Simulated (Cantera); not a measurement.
An adiabatic, constant-volume homogeneous reactor starts with CH4 : O2 : N2 = 1 : 1.54 : 5.78 (molar parts), equivalence ratio 1.3, at 1025 K and 1000000 Pa. Integrator tolerance rtol = 1e-08.

Model: GRI-Mech 3.0 (53 species, 325 reactions), integrated in Cantera.

What does this change do: initial temperature 1025 to 1525 K?


```csv
quantity,before,after
time of steepest temperature rise,58.9 ms,0.154 ms
temperature at 0.400 s,2920 K,3147 K
equilibrium temperature,2920 K,3147 K
x(CH4) at 0.400 s,1.65e-11 (gas-phase equilibrium 1.89e-11),7.77e-12 (gas-phase equilibrium 9.18e-12)
x(O2) at 0.400 s,0.000792 (gas-phase equilibrium 0.000792),0.00325 (gas-phase equilibrium 0.00325)
x(HO2) at 0.400 s,1.75e-6 (gas-phase equilibrium 1.75e-6),6.69e-6 (gas-phase equilibrium 6.69e-6)
x(C2H6) at 0.400 s,<1e-12 (gas-phase equilibrium <1e-12),<1e-12 (gas-phase equilibrium <1e-12)
x(C2H4) at 0.400 s,<1e-12 (gas-phase equilibrium <1e-12),<1e-12 (gas-phase equilibrium <1e-12)
```
Above 3000 K some thermodynamic fits are extrapolated.
